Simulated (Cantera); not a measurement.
An adiabatic, constant-pressure homogeneous reactor starts with CH4 : C2H6 : O2 : N2 : CO2 = 1 : 0.1 : 1.57 : 5.89 : 0.49 (molar parts), equivalence ratio 1.5, at 1475 K and 10.0 bar. Integrator tolerance rtol = 1e-08.

Cantera simulation using GRI-Mech 3.0 (53 species, 325 reactions); the numbers are that mechanism's predictions, not measurements.

**Question.** What does this change do: pressure from 10.0 bar to 0.340 bar?

**Answer.** 
```
quantity                                                              before                                      after
---------------------------------  -----------------------------------------  -----------------------------------------
time of steepest temperature rise                                    90.6 µs                                   0.914 ms
temperature at 6.00 s                                                 2719 K                                     2574 K
equilibrium temperature                                               2719 K                                     2574 K
x(CH4) at 6.00 s                   9.91e-12 (gas-phase equilibrium 1.13e-11)      <1e-12 (gas-phase equilibrium <1e-12)
x(C2H6) at 6.00 s                      <1e-12 (gas-phase equilibrium <1e-12)      <1e-12 (gas-phase equilibrium <1e-12)
x(O2) at 6.00 s                    0.000340 (gas-phase equilibrium 0.000340)    0.00227 (gas-phase equilibrium 0.00227)
x(H) at 6.00 s                       0.00429 (gas-phase equilibrium 0.00429)      0.0134 (gas-phase equilibrium 0.0134)
x(CO2) at 6.00 s                       0.0598 (gas-phase equilibrium 0.0598)      0.0570 (gas-phase equilibrium 0.0570)
x(NO) at 6.00 s                      0.00115 (gas-phase equilibrium 0.00115)    0.00234 (gas-phase equilibrium 0.00234)
x(CH2O) at 6.00 s                    2.16e-8 (gas-phase equilibrium 2.16e-8)  7.70e-10 (gas-phase equilibrium 7.70e-10)
```
